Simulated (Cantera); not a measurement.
Equilibrium for roasting and sulfation: MgCO3 + H2S + O2

Input: 1 mol MgCO3, 0.15 mol H2S, 6.1 mol O2, equilibrated at 0.133 bar.

Method: chemical equilibrium by Gibbs-energy minimisation in Cantera with the NASA 1993 tables (ideal gas, pure condensed phases). Candidate condensed phases: C, C6H6, C7H8, C8H18, H2O, H2SO4, Mg, MgCO3, MgO, Mg(OH)2, MgS, MgSO4, S; 130 gas species. Mutual solubility and eutectic melting of coexisting phases are not modelled. Kinetics and transport are ignored.

From 675 K to 1125 K the condensed part is MgO(s) + MgSO4(s). At 1175 K the condensed part is MgO(s).

```csv
T (K),x O2,x CO2,x H2O,x SO2,x SO3,x OH,x O,x HO2,n MgO(s),n MgSO4(s)
675,0.835,0.144,0.0216,<1e-12,3.21e-12,1.04e-11,<1e-12,<1e-12,0.850,0.150
725,0.835,0.144,0.0216,1.97e-12,1.05e-10,7.61e-11,<1e-12,1.72e-12,0.850,0.150
775,0.835,0.144,0.0216,1.16e-10,2.15e-9,4.31e-10,<1e-12,7.12e-12,0.850,0.150
825,0.835,0.144,0.0216,4.15e-9,3.05e-8,1.98e-9,<1e-12,2.48e-11,0.850,0.150
875,0.835,0.144,0.0216,9.77e-8,3.16e-7,7.66e-9,5.14e-12,7.52e-11,0.850,0.150
925,0.835,0.144,0.0216,1.62e-6,2.53e-6,2.56e-8,3.35e-11,2.02e-10,0.850,0.150
975,0.835,0.144,0.0216,1.99e-5,1.62e-5,7.56e-8,1.80e-10,4.90e-10,0.850,0.150
1025,0.834,0.144,0.0216,0.000191,8.62e-5,2.01e-7,8.25e-10,1.09e-9,0.852,0.148
1075,0.833,0.144,0.0215,0.00147,0.000389,4.87e-7,3.28e-9,2.25e-9,0.863,0.137
1125,0.826,0.142,0.0212,0.00937,0.00153,1.08e-6,1.15e-8,4.30e-9,0.927,0.0731
1175,0.819,0.140,0.0209,0.0189,0.00198,2.25e-6,3.62e-8,7.77e-9,1.00,0
```
x: gas mole fraction; n: condensed amount in mol.
